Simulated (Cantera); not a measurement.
**Adiabatic ignition**

An adiabatic, constant-volume homogeneous reactor starts with H₂ : O₂ : N₂ = 1 : 0.208 : 0.783 (molar parts), equivalence ratio 2.4, at 1350 K and 300 Torr.

Model: the H2/O2 subset of GRI-Mech 3.0, which has no nitrogen chemistry, integrated in Cantera.

```
t (s)     T (K)  P (bar)   x H₂      x O₂       x O    x H₂O₂    x HO₂     x H₂O     x OH
--------  -----  -------  -----  --------  --------  --------  -------  --------  -------
4.00e-6    1350    0.400  0.502     0.104   6.12e-9  5.55e-10  7.22e-8   3.82e-8  4.20e-9
1.26e-5    1350    0.400  0.502     0.104   7.50e-8   5.42e-9  2.46e-7   1.04e-6  5.08e-8
4.00e-5    1351    0.400  0.501     0.104   4.16e-5   2.37e-7  1.07e-5  0.000713  2.87e-5
0.000126   2148    0.612  0.259   0.00120   0.00364   9.53e-8  4.50e-7     0.200   0.0115
0.000400   2679    0.736  0.295  0.000355   0.00121   3.70e-8  2.77e-7     0.213   0.0101
0.00126    2765    0.755  0.301  0.000250  0.000864   3.51e-8  2.34e-7     0.216  0.00897
0.00400    2765    0.755  0.301  0.000250  0.000864   3.51e-8  2.34e-7     0.216  0.00897
0.0126     2765    0.755  0.301  0.000250  0.000864   3.51e-8  2.34e-7     0.216  0.00897
0.0400     2765    0.755  0.301  0.000250  0.000864   3.51e-8  2.34e-7     0.216  0.00897
0.126      2765    0.755  0.301  0.000250  0.000864   3.51e-8  2.34e-7     0.216  0.00897
0.400      2765    0.755  0.301  0.000250  0.000864   3.51e-8  2.34e-7     0.216  0.00897
1.26       2765    0.755  0.301  0.000250  0.000864   3.51e-8  2.34e-7     0.216  0.00897
4.00       2765    0.755  0.301  0.000250  0.000864   3.51e-8  2.34e-7     0.216  0.00897
```
x: mole fraction; the columns are a selection and need not sum to one.

The time of steepest temperature rise is 63.9 µs. The temperature at 4.00 s is 2765 K. The equilibrium temperature comes out as 2765 K and the x(H₂) at 4.00 s is 0.301 (gas-phase equilibrium 0.301). The x(O₂) at 4.00 s comes out as 0.000250 (gas-phase equilibrium 0.000250) and the x(O) at 4.00 s is 0.000864 (gas-phase equilibrium 0.000864).
